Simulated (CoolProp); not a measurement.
Saturation properties of diethyl ether (Tc = 467.9 K, pc = 37.17 bar, ω = 0.282).

Values from CoolProp's reference Helmholtz-energy equation of state, Thol 2014.

| T (K) | p (bar) | liquid density (kg/m³) | vapour density (kg/m³) |
|---|---|---|---|
| 363 | ? | ? | ? |
| 368.8 | ? | 615.9 | 16.81 |
| 374.7 | 6.778 | 606.9 | 19.28 |
| 380.5 | ? | 597.8 | ? |
| 386.3 | 8.741 | 588.4 | 25.04 |
| 392.2 | 9.887 | 578.5 | 28.52 |
| 398 | 11.12 | 568.3 | 32.36 |
| 403.9 | 12.49 | 557.5 | 36.75 |
| 409.7 | 13.95 | 546.4 | 41.63 |

Complete the blanks.


- 363, p (bar): 5.151
- 363, liquid density (kg/m³): 624.4
- 363, vapour density (kg/m³): 14.64
- 368.8, p (bar): 5.916
- 380.5, p (bar): 7.713
- 380.5, vapour density (kg/m³): 22.00

It boils at 307.6 K under 1 atm.
